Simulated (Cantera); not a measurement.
An isothermal, constant-pressure homogeneous reactor starts with H2 : O2 = 0.22 : 1 (molar parts), at 1273 K and 20.0 Torr.

Detailed kinetics in Cantera: the H2/O2 subset of GRI-Mech 3.0, which has no nitrogen chemistry. Radical loss at walls, strong at low pressure, is not modelled. The temperature is held fixed by assumption; the heat of reaction is taken as removed at once.

x: mole fraction; the columns are a selection and need not sum to one.

| t (s) | x H2 | x O2 | x H2O2 | x OH | x HO2 | x H | x O |
|---|---|---|---|---|---|---|---|
| 5.00e-6 | 0.180 | 0.820 | <1e-12 | 5.42e-10 | 4.99e-9 | 4.51e-9 | 5.87e-10 |
| 1.61e-5 | 0.180 | 0.820 | 6.89e-12 | ___ | ___ | ___ | ___ |
| 5.18e-5 | 0.180 | 0.820 | 7.12e-11 | 3.55e-8 | 5.19e-8 | 7.67e-8 | 5.08e-8 |
| 0.000167 | 0.180 | 0.820 | 7.58e-10 | 2.62e-6 | 1.91e-7 | 5.17e-6 | 3.88e-6 |
| 0.000537 | 0.0233 | 0.724 | 7.91e-7 | 0.0154 | 1.33e-5 | 0.0578 | 0.0583 |
| 0.00173 | ___ | 0.731 | ___ | ___ | 1.42e-5 | ___ | 0.0593 |
| 0.00557 | 0.00301 | 0.774 | 5.99e-7 | 0.00732 | 1.37e-5 | 0.00977 | 0.0242 |
| 0.0179 | 0.000439 | 0.797 | 3.62e-7 | 0.00280 | 6.86e-6 | 0.000511 | 0.00341 |
| 0.0578 | 4.32e-5 | 0.801 | 1.21e-7 | 0.000887 | 1.42e-6 | 1.59e-5 | 0.000338 |
| 0.186 | 5.94e-6 | 0.802 | 3.68e-8 | 0.000333 | 2.63e-7 | 8.36e-7 | 4.74e-5 |
| 0.599 | 1.15e-6 | 0.802 | 1.15e-8 | 0.000148 | 6.77e-8 | 7.32e-8 | 9.34e-6 |
| 1.93 | 2.83e-7 | 0.802 | 3.74e-9 | 7.36e-5 | 3.64e-8 | 9.03e-9 | 2.31e-6 |
| 6.21 | 9.78e-8 | 0.802 | 1.60e-9 | 4.33e-5 | 4.08e-8 | 1.85e-9 | 8.01e-7 |
| 20.0 | 7.28e-8 | 0.802 | 1.29e-9 | 3.73e-5 | 4.48e-8 | 1.19e-9 | 5.96e-7 |

Q: What belongs in the gaps?

A: 
- 1.61e-5, x OH: 4.10e-9
- 1.61e-5, x HO2: 1.61e-8
- 1.61e-5, x H: 1.40e-8
- 1.61e-5, x O: 5.06e-9
- 0.00173, x H2: 0.00666
- 0.00173, x H2O2: 5.40e-7
- 0.00173, x OH: 0.0107
- 0.00173, x H: 0.0369
